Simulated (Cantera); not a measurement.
A freely propagating, adiabatic, planar premixed flame of H2 : O2 : N2 = 1 : 0.357 : 1.34 (molar parts), unburnt at 673 K and 100000 Pa; mixture-averaged transport, grid criteria slope 0.08 and curve 0.16, no radiation.

Detailed kinetics in Cantera: the H2/O2 subset of GRI-Mech 3.0, which has no nitrogen chemistry. Burning velocities carry a grid error of a few per cent, more on coarse grids.

Problem. Predict: laminar burning velocity; thermal thickness; peak x(H2O2); peak x(HO2); peak x(O).

Solution. 
```
Quantity                      Value
------------------------  ---------
laminar burning velocity  1070 cm/s
thermal thickness          0.479 mm
peak x(H2O2)                5.99e-6
peak x(HO2)                0.000227
peak x(O)                   0.00954
```
